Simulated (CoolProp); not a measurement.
A simple Rankine cycle with water: condensing at 295.15 K, boiler at 0.324 MPa, turbine inlet 559.4 K, turbine efficiency 0.7, pump efficiency 0.7, no recuperator. Each further row changes one setting.

The numbers come from the reference Helmholtz-energy equation of state, Wagner 2002 in CoolProp.

```json
[
 {"case": "as stated", "thermal efficiency (%)": "18.9", "net work (kJ/kg)": "557", "heat in (kJ/kg)": "2950", "turbine exit temperature (K)": "295.1", "volume ratio over the turbine": "63.6"},
 {"case": "turbine inlet 579.4 K", "thermal efficiency (%)": "19.1", "net work (kJ/kg)": "571", "heat in (kJ/kg)": "2990", "turbine exit temperature (K)": "295.1", "volume ratio over the turbine": "62.0"},
 {"case": "condensing temperature 287.15 K", "thermal efficiency (%)": "20.1", "net work (kJ/kg)": "598", "heat in (kJ/kg)": "2980", "turbine exit temperature (K)": "287.1", "volume ratio over the turbine": "101"},
 {"case": "boiler pressure 0.227 MPa", "thermal efficiency (%)": "17.8", "net work (kJ/kg)": "524", "heat in (kJ/kg)": "2950", "turbine exit temperature (K)": "295.1", "volume ratio over the turbine": "45.1"},
 {"case": "turbine efficiency 0.6", "thermal efficiency (%)": "16.2", "net work (kJ/kg)": "477", "heat in (kJ/kg)": "2950", "turbine exit temperature (K)": "306.8", "volume ratio over the turbine": "67.7"}
]
```

The expansion ends wet for: as stated; turbine inlet 579.4 K; condensing temperature 287.15 K; boiler pressure 0.227 MPa.
